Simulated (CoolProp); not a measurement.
Saturation properties of R1336mzz(E) (Tc = 130.4 °C, pc = 2.779 MPa, ω = 0.413).

Model: reference Helmholtz-energy equation of state, Akasaka 2023, in CoolProp.

| T (°C) | p (MPa) | liquid density (kg/m³) | vapour density (kg/m³) |
|---|---|---|---|
| -41.15 | 0.008085 | 1502 | 0.6927 |
| -38.05 | 0.009873 | 1495 | 0.8358 |
| -34.85 | 0.01205 | 1487 | 1.008 |
| -31.75 | 0.01453 | 1479 | 1.201 |
| -28.65 | 0.01740 | 1472 | 1.423 |
| -25.55 | 0.02073 | 1464 | 1.678 |
| -22.35 | 0.02470 | 1456 | 1.977 |
| -19.25 | 0.02911 | 1448 | 2.307 |
| -16.15 | 0.03414 | 1440 | 2.680 |
| -12.95 | 0.04004 | 1432 | 3.113 |
| -9.85 | 0.04651 | 1424 | 3.584 |
| -6.75 | 0.05380 | 1416 | 4.111 |
| -3.65 | 0.06196 | 1407 | 4.697 |
| -0.45 | 0.07140 | 1399 | 5.370 |
| 2.65 | 0.08160 | 1390 | 6.092 |

It boils at 7.9 °C under 1 atm.
